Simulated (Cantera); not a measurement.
An adiabatic, constant-pressure homogeneous reactor starts with 15.0 % CH4, 17.7 % O2, 66.2 % N2, 1.11 % CO2, at 1150 K and 0.850 bar.

Computed with Cantera and GRI-Mech 3.0 (53 species, 325 reactions).

Predict: time of steepest temperature rise; temperature at 3.00 s; equilibrium temperature; x(O2) at 3.00 s; x(H) at 3.00 s; x(NO) at 3.00 s.


```
Item                                                                   Value
---------------------------------  -----------------------------------------
time of steepest temperature rise                                    0.150 s
temperature at 3.00 s                                                 2385 K
equilibrium temperature                                               2385 K
x(O2) at 3.00 s                      3.11e-5 (gas-phase equilibrium 3.11e-5)
x(H) at 3.00 s                       0.00520 (gas-phase equilibrium 0.00520)
x(NO) at 3.00 s                    0.000196 (gas-phase equilibrium 0.000196)
```
